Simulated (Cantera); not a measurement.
A perfectly stirred reactor is fed with H2 : O2 : N2 = 0.076 : 1 : 0.12 (molar parts), equivalence ratio 0.038, at 12.0 Torr; it is held at 1250 K, and followed from long to short residence time.

Cantera simulation using GRI-Mech 3.0 (53 species, 325 reactions); the numbers are that mechanism's predictions, not measurements. Radical loss at walls, strong at low pressure, is not modelled. The temperature is held fixed by assumption; the heat of reaction is taken as removed at once.

Q: What does this change do: temperature 1250 to 1125 K?

A: 
```csv
quantity,before,after
x(H2) at τ = 5.80 s,6.45e-5,8.77e-5
x(O2) at τ = 5.80 s,0.829,0.830
x(OH) at τ = 5.80 s,0.000803,0.000442
x(H2O2) at τ = 5.80 s,5.16e-8,8.80e-8
x(NO) at τ = 5.80 s,3.10e-8,8.15e-9
x(H2) at τ = 0.100 s,0.000744,0.000973
x(O2) at τ = 0.100 s,0.818,0.822
x(OH) at τ = 0.100 s,0.00288,0.00173
x(H2O2) at τ = 0.100 s,1.19e-7,1.66e-7
x(NO) at τ = 0.100 s,9.09e-8,4.03e-8
```

Q: What does this change do: temperature 1250 to 1425 K?

A: 
| quantity | before | after |
|---|---|---|
| x(H2) at τ = 5.80 s | 6.45e-5 | 6.81e-5 |
| x(O2) at τ = 5.80 s | 0.829 | 0.829 |
| x(OH) at τ = 5.80 s | 0.000803 | 0.00156 |
| x(H2O2) at τ = 5.80 s | 5.16e-8 | 2.06e-8 |
| x(NO) at τ = 5.80 s | 3.10e-8 | 2.03e-7 |
| x(H2) at τ = 0.100 s | 0.000744 | 0.000749 |
| x(O2) at τ = 0.100 s | 0.818 | 0.811 |
| x(OH) at τ = 0.100 s | 0.00288 | 0.00517 |
| x(H2O2) at τ = 0.100 s | 1.19e-7 | 5.95e-8 |
| x(NO) at τ = 0.100 s | 9.09e-8 | 2.16e-7 |
